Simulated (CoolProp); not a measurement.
R404A at 298.15 K and 0.902 MPa is compressed adiabatically to 6.03 MPa with isentropic efficiency 0.9. Each further row changes one setting.

Model: reference Helmholtz-energy equation of state, Lemmon 2003, in CoolProp. It is a pseudo-pure fit of the blend.

```
case             work (kJ/kg)  final temperature (K)  final density (kg/m³)
---------------  ------------  ---------------------  ---------------------
as stated                   …                      …                      …
efficiency 1                …                  390.4                      …
efficiency 0.65             …                      …                      …
```

Question: Complete the blanks.

Answer: 
- as stated, work (kJ/kg): 42.0
- as stated, final temperature (K): 392.6
- as stated, final density (kg/m³): 321
- efficiency 1, work (kJ/kg): 37.8
- efficiency 1, final density (kg/m³): 332
- efficiency 0.65, work (kJ/kg): 58.2
- efficiency 0.65, final temperature (K): 401.7
- efficiency 0.65, final density (kg/m³): 287
